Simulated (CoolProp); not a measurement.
Vapour-liquid equilibrium of R134a (1) + R1234ze(E) (2) at -21.25 °C; x and y are mole fractions of (1).

Computed with CoolProp (multi-fluid Helmholtz-energy mixture model, Tillner-Roth 1994 and Thol 2016; pair parameters Bell 2022).

Give the bubble pressure and the first vapour's composition at x = 0.55, 0.75, 0.85. Is there an azeotrope?

x = 0.55: 0.1157 MPa, y = 0.615; x = 0.75: 0.1208 MPa, y = 0.785; x = 0.85: 0.1230 MPa, y = 0.870. No azeotrope shows between x = 0.05 and 0.95.

The pair parameters rest on a limited set of measurements; away from them the model extrapolates.
